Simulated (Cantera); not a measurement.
Input (Python, Cantera) and output of one run.

```python
import numpy as np
import cantera as ct

gas_names = """
    Cu CuO Cu2 H HNO HNO2 HNO3 HO2 H2 H2O H2O2 N NH NH2 NH3 NH2OH NO NO2 NO3 N2 N2H2 N2H4 N2O O OH O2 O3
""".split()
cond_names = """
    Cu(cr) Cu(L) CuO(s) CuO2H2(s) Cu2O(s) Cu2O(L) H2O(s) H2O(L)
""".split()


# ... load() reads the species with a 1 bar reference pressure and builds the phases ...
atoms = {
    'Cu2O': {'Cu': 2, 'O': 1},
    'H2': {'H': 2},
    'N2': {'N': 2},
}
top_T = {'CuO(s)': 1390}  # K; cautious upper limits of use, not melting points


# ... equilibrate(T, P, feed) seeds the gas with the atoms and calls Mixture.equilibrate('TP', solver="vcs", rtol=1e-11, max_steps=5000) ...
results = []
feed = {'Cu2O': 1, 'H2': 0.62, 'N2': 0.51}  # mol
P = 1700  # Pa
for T in [725, 925, 1125, 1325, 1525, 1725, 1925]:
    mix = equilibrate(T, P, feed)
    results.append((T, P, feed, dict(zip(mix.species_names, mix.species_moles))))

top = {s: max(r[3][s] / sum(r[3][g] for g in gas_names) for r in results) for s in gas_names}
cols = sorted((s for s in top if top[s] > 0.0001), key=lambda s: -top[s])[:7]
seen = [c for c in cond_names if any(r[3].get(c, 0) > 1e-12 for r in results)]
print("log10 of partial pressures in bar; condensed amounts in mol")
print(f"{'T/K':>10s}" + "".join(f"{s[:9]:>10s}" for s in cols + seen))
for T, P, feed, n in results:
    ng = sum(n[g] for g in gas_names)
    print(f"{T:10.4g}" + "".join(f"{np.log10(max(n[s] / ng * P / 1e5, 1e-99)):10.3f}" for s in cols)
          + "".join(f"{n.get(c, 0):10.4g}" for c in seen))
```

Output:

```
log10 of partial pressures in bar; condensed amounts in mol
       T/K       H2O        N2        Cu        O2        OH        NO        H2    Cu(cr)     Cu(L)   Cu2O(s)   Cu2O(L)
       725    -2.030    -2.115   -17.435   -16.662   -14.665   -15.313    -8.647      1.24         0      0.38         0
       925    -2.030    -2.115   -12.220   -11.402   -10.824   -11.260    -7.437      1.24         0      0.38         0
      1125    -2.030    -2.115    -8.874    -8.037    -8.351    -8.660    -6.629      1.24         0      0.38         0
      1325    -2.030    -2.115    -6.552    -5.708    -6.628    -6.854    -6.049      1.24         0    0.3798         0
      1525    -2.035    -2.120    -4.905    -3.809    -5.314    -5.434    -5.711         0     1.281         0    0.3588
      1725    -2.078    -2.163    -3.660    -2.828    -4.444    -4.601    -5.250         0      1.67         0    0.1569
      1925    -2.162    -2.243    -2.681    -2.682    -3.936    -4.281    -4.616         0     1.813         0         0
```

Method: chemical equilibrium by Gibbs-energy minimisation in Cantera with the NASA 1993 tables (ideal gas, pure condensed phases). Each liquid is taken as pure. Mutual solubility and eutectic melting of coexisting phases are not modelled.
